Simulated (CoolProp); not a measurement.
A closed Brayton cycle with dry air: compressor inlet 324.15 K and 2.4 MPa, high pressure 6.07 MPa, turbine inlet 860 K, compressor efficiency 0.89, turbine efficiency 0.93, recuperator effectiveness 0 (on enthalpy, no pinch check). Each further row changes one setting.

Model: reference Helmholtz-energy equation of state, Lemmon 2000, in CoolProp. It is a pseudo-pure fit of the blend.

```
case                           thermal efficiency (%)  net work (kJ/kg)  compressor to turbine work  compressor exit (K)  turbine exit (K)
-----------------------------  ----------------------  ----------------  --------------------------  -------------------  ----------------
as stated                                        17.4              79.8                        0.58                435.2             686.5
turbine inlet 810 K                               ___              68.5                        0.62                435.2             645.1
compressor inlet 334.15 K                        17.1               ___                        0.60                448.4             686.5
high pressure 5.16 MPa                           14.8               ___                        0.56                413.6             714.4
recuperator effectiveness 0.5                    24.4              79.8                        0.58                435.2             686.5
```

Task: Complete the blanks.

Result: 
- turbine inlet 810 K, thermal efficiency (%): 17.0
- compressor inlet 334.15 K, net work (kJ/kg): 76.2
- high pressure 5.16 MPa, net work (kJ/kg): 71.3
